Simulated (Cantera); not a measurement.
Input: 1 mol Si2Cl6, 5.1 mol H2, at 1025 K and 1.00 bar.

Equilibrium computed with Cantera from the NASA thermochemical tables; the gas is ideal and each condensed phase is pure. Candidate condensed phases: Si; 19 gas species. The feed counts by its element totals alone. The tables' values for SiCl3 are old estimates; treat these amounts as uncertain. The numbers say what is thermodynamically allowed, not how fast it happens.

Base state: H2 0.737, SiCl4 0.169, SiHCl3 0.0734, HCl 0.0146, SiH2Cl2 0.00355, SiCl3 0.00203, SiCl2 0.000513, SiH3Cl 4.42e-5 (mole fractions); condensed: Si(s).

### Question
What changes in the equilibrium state with this change: H2 from 5.1 to 95 mol?

### Answer
| species | before | after |
|---|---|---|
| H2 | 0.737 | 0.976 |
| SiHCl3 | 0.0734 | 0.00784 |
| HCl | 0.0146 | 0.00758 |
| SiCl4 | 0.169 | 0.00709 |
| SiCl3 | 0.00203 | 0.000189 |
| SiCl2 | 0.000513 | 0.000105 |
| SiH2Cl2 | 0.00355 | 0.000963 |
| SiH3Cl | 4.42e-5 | 3.05e-5 |
| Si(s), mol | 0.388 | 0.435 |
